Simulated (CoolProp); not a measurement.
Values from CoolProp's reference Helmholtz-energy equation of state, Thol 2022.

Question: For vinyl chloride, give the phase and the cv (kJ/(kg K)), Joule-Thomson coefficient (K/MPa) at 156.85 °C and 167 kPa; 156.85 °C and 982 kPa.

Answer: 
- 156.85 °C and 167 kPa: gas; cv 0.959, Joule-Thomson coefficient 9.56
- 156.85 °C and 982 kPa: gas; cv 0.970, Joule-Thomson coefficient 10.1
